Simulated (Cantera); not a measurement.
Input: 1 mol B, 0.059 mol H2O, 1.2 mol H2, equilibrated at 775 °C and 13.3 mbar.

Method: chemical equilibrium by Gibbs-energy minimisation in Cantera with the NASA 1993 tables (ideal gas, pure condensed phases). Candidate condensed phases: B, B2O3, B3O3H3, H2O; 23 gas species. Mutual solubility and eutectic melting of coexisting phases are not modelled. Equilibrium is a limit: real reactors are often held back by kinetics, nucleation or transport.

Base state: H2 0.999, B3O3H3 0.000732, HBO 2.50e-5 (mole fractions); condensed: B(s) + B2O3(l).

### Question
What changes in the equilibrium state with this change: temperature from 775 °C to 1375 °C?

### Answer
```json
[
 {"species": "H2", "before": "0.999", "after": "0.960"},
 {"species": "HBO", "before": "2.50e-5", "after": "0.0323"},
 {"species": "B2O2", "before": "2.76e-8", "after": "0.00561"},
 {"species": "BO", "before": "<1e-9", "after": "0.000542"},
 {"species": "B2O3", "before": "2.24e-9", "after": "0.000387"},
 {"species": "B(s), mol", "before": "0.960", "after": "0.942"},
 {"species": "B2O3(l), mol", "before": "0.0187", "after": "0"}
]
```
The tables' values for BH2 are old estimates; treat these amounts as uncertain.

### Question
What changes in the equilibrium state with this change: pressure from 13.3 mbar to 97.0 mbar?

### Answer
```json
[
 {"species": "H2", "before": "0.999", "after": "0.998"},
 {"species": "B3O3H3", "before": "0.000732", "after": "0.00197"},
 {"species": "HBO", "before": "2.50e-5", "after": "9.26e-6"},
 {"species": "B(s), mol", "before": "0.960", "after": "0.958"},
 {"species": "B2O3(l), mol", "before": "0.0187", "after": "0.0172"}
]
```

### Question
What changes in the equilibrium state with this change: temperature from 775 °C to 1500 °C?

### Answer
| species | before | after |
|---|---|---|
| H2 | 0.999 | 0.957 |
| HBO | 2.50e-5 | 0.0338 |
| B2O2 | 2.76e-8 | 0.00479 |
| BO | <1e-9 | 0.00157 |
| B2O3 | 2.24e-9 | 0.000143 |
| H | 6.69e-8 | 0.00241 |
| B2O | <1e-9 | 1.19e-5 |
| B(s), mol | 0.960 | 0.941 |
| B2O3(l), mol | 0.0187 | 0 |
The tables' values for BH2 are old estimates; treat these amounts as uncertain.
